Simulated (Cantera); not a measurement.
Feed: 1 mol SiH4, 0.25 mol NH3, 18 mol N2, at 133 Pa.

Method: chemical equilibrium by Gibbs-energy minimisation in Cantera with the NASA 1993 tables (ideal gas, pure condensed phases). Candidate condensed phases: Si, Si3N4; 18 gas species. Equilibrium is a limit: real reactors are often held back by kinetics, nucleation or transport. All values below are at 1352 °C.

Base state: N2 0.880, H2 0.119, H 0.000668, Si 6.52e-5 (mole fractions); condensed: Si3N4(s).

Question: What changes in the equilibrium state with this change: 1 mol HCl added?

Answer: 
```
species        before     after
-------------  ------  --------
N2              0.880     0.839
H2              0.119     0.124
HCl                 0    0.0261
SiCl2               0    0.0106
Cl                  0  0.000113
SiCl                0   4.98e-5
Si3N4(s), mol   0.333     0.258
```
The tables' values for SiCl, SiCl3 are old estimates; treat these amounts as uncertain. Further candidate phases: NH4Cl.
